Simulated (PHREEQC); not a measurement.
PHREEQC input (ion-association model, wateq4f.dat):

```
SOLUTION_MASTER_SPECIES
  An  An-  0  An  62.0  # stands for a non-complexing anion
SOLUTION_SPECIES
  An- = An-
    -log_k 0
    -gamma 3.0 0
PHASES
  Fix_H+
    H+ = H+
    -log_k 0
SOLUTION 1
  temp 25
  units mmol/kgw
  pH 7 charge
  Na 1
  An 1
END
SELECTED_OUTPUT 1
  -reset false
  -pH true
  -pe true
  -ionic_strength true
  -water true
  -totals Na
  -molalities Hfo_wOH Hfo_wOH2+ Hfo_wO- Hfo_sOH Hfo_sOH2+ Hfo_sO-
USER_PUNCH 1
  -headings sigma psi
  10 PUNCH EDL("sigma", "Hfo"), EDL("psi", "Hfo")
PRINT
  -reset false
USE solution 1
SURFACE 1
  Hfo_wOH 0.0014382 600 0.64
  Hfo_sOH 3.59551e-05
EQUILIBRIUM_PHASES 1
  Fix_H+ -3 HAn 10
    -force_equality true
  O2(g) -0.68 10
END
# ... the last block is repeated for the other 12 points of pH, with NaOH or the acid as the point needs
```

Selected output (columns that matter, 13 of 13 rows; pH added in front):

```
pH	mu	Na	m_Hfo_wOH	m_Hfo_wOH2+	m_Hfo_wO-	m_Hfo_sOH	m_Hfo_sOH2+	m_Hfo_sO-	sigma	psi
3	0.0025764	0.001	0.00040987	0.0010246	3.7562e-06	1.0247e-05	2.5614e-05	9.3905e-08	0.26293	0.23024
3.67	0.0015449	0.001	0.00076808	0.0006493	2.0815e-05	1.9202e-05	1.6233e-05	5.2037e-07	0.16188	0.21846
4.33	0.0012369	0.001	0.0009681	0.00041884	5.1261e-05	2.4202e-05	1.0471e-05	1.2815e-06	0.094677	0.19663
5	0.001114	0.001	0.0010591	0.00029071	8.8393e-05	2.6478e-05	7.2677e-06	2.2098e-06	0.05211	0.16868
5.67	0.0010558	0.001	0.0010916	0.00022559	0.00012101	2.729e-05	5.6397e-06	3.0252e-06	0.026937	0.13634
6.33	0.0010268	0.001	0.001101	0.00019433	0.00014289	2.7524e-05	4.8584e-06	3.5723e-06	0.01325	0.10135
7	0.0010119	0.001	0.0011034	0.00017892	0.00015589	2.7585e-05	4.473e-06	3.8972e-06	0.0059325	0.063893
7.67	0.0010038	0.001	0.0011039	0.00017085	0.00016341	2.7599e-05	4.2713e-06	4.0852e-06	0.0019178	0.025456
8.33	0.0010041	0.0010059	0.001104	0.0001653	0.00016891	2.76e-05	4.1325e-06	4.2228e-06	-0.00093095	-0.012736
9	0.0010191	0.0010279	0.0011037	0.00015873	0.0001758	2.7592e-05	3.9683e-06	4.395e-06	-0.0043964	-0.051337
9.67	0.0010696	0.0010905	0.0011021	0.0001476	0.00018851	2.7552e-05	3.6901e-06	4.7127e-06	-0.010535	-0.089141
10.33	0.0012692	0.0013157	0.0010947	0.00012647	0.00021706	2.7367e-05	3.1617e-06	5.4266e-06	-0.023335	-0.12439
11	0.0021644	0.0022745	0.0010536	8.4864e-05	0.00029968	2.6341e-05	2.1216e-06	7.4921e-06	-0.055331	-0.15475
```

The oxide is taken as insoluble; below pH 4 it would dissolve.
